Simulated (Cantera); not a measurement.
Input (Python, Cantera):

```python
import numpy as np
import cantera as ct

gas = ct.Solution("gri30.yaml")
gas.TPX = 1300, 1300, {'H2': 0.0064, 'O2': 1}
reactor = ct.IdealGasConstPressureReactor(gas, energy="off", clone=False)
net = ct.ReactorNet([reactor])
net.rtol, net.atol = 1e-08, 1e-18
show = ['H2', 'O2', 'HO2', 'H', 'H2O2']
times = np.geomspace(0.0009, 7, 15)

steps = ct.SolutionArray(gas, extra=["t"])
rows = []
print(f"{'t/s':>10s}{'T/K':>9s}{'P/Pa':>11s}" + "".join(f"{s:>11s}" for s in show))
for t in times:
    while net.time < t:
        t_next = net.step()
        steps.append(gas.state, t=t_next)
    rows.append([np.interp(t, steps.t, y) for y in (steps.T, steps.P, *steps(*show).X.T)])
    print(f"{t:10.3e}{rows[-1][0]:9.1f}{rows[-1][1]:11.4g}" + "".join(f"{x:11.3e}" for x in rows[-1][2:]))
rate = np.gradient(steps.T, steps.t)
print("integrator steps:", len(steps.t))
if steps.T.max() > steps.T[0] + 200:
    print(f"time of steepest temperature rise: {steps.t[rate.argmax()]:.4e} s")
gas.TPX = 1300, 1300, {'H2': 0.0064, 'O2': 1}
gas.equilibrate("TP")
print(f"equilibrium (TP): T = {gas.T:.1f} K  " + "  ".join(f"{s} {gas[s].X[0]:.3e}" for s in show))
```

It prints:

```
       t/s      T/K       P/Pa         H2         O2        HO2          H       H2O2
 9.000e-04   1300.0       1300  6.359e-03  9.936e-01  2.919e-08  5.148e-09  1.377e-11
 1.707e-03   1300.0       1300  6.359e-03  9.936e-01  5.552e-08  1.998e-08  4.645e-11
 3.237e-03   1300.0       1300  6.354e-03  9.936e-01  1.091e-07  2.355e-07  1.508e-10
 6.138e-03   1300.0       1300  5.854e-03  9.932e-01  4.277e-07  2.291e-05  1.934e-09
 1.164e-02   1300.0       1300  1.349e-04  9.877e-01  4.955e-07  1.948e-04  1.597e-08
 2.207e-02   1300.0       1300  1.673e-05  9.877e-01  3.782e-07  1.415e-04  8.907e-09
 4.186e-02   1300.0       1300  1.598e-05  9.879e-01  3.703e-07  1.329e-04  8.814e-09
 7.937e-02   1300.0       1300  1.484e-05  9.883e-01  3.565e-07  1.186e-04  8.665e-09
 1.505e-01   1300.0       1300  1.298e-05  9.890e-01  3.327e-07  9.650e-05  8.386e-09
 2.854e-01   1300.0       1300  1.028e-05  9.900e-01  2.943e-07  6.751e-05  7.872e-09
 5.413e-01   1300.0       1300  7.021e-06  9.911e-01  2.392e-07  3.772e-05  6.985e-09
 1.026e+00   1300.0       1300  3.963e-06  9.922e-01  1.728e-07  1.584e-05  5.628e-09
 1.947e+00   1300.0       1300  1.835e-06  9.929e-01  1.083e-07  4.955e-06  3.931e-09
 3.691e+00   1300.0       1300  7.250e-07  9.933e-01  5.891e-08  1.225e-06  2.307e-09
 7.000e+00   1300.0       1300  2.615e-07  9.935e-01  2.889e-08  2.648e-07  1.147e-09
integrator steps: 1083
equilibrium (TP): T = 1300.0 K  H2 4.900e-09  O2 9.936e-01  HO2 1.024e-08  H 6.837e-10  H2O2 3.973e-11
```

Model: GRI-Mech 3.0 (53 species, 325 reactions), integrated in Cantera. Radical loss at walls, strong at low pressure, is not modelled.
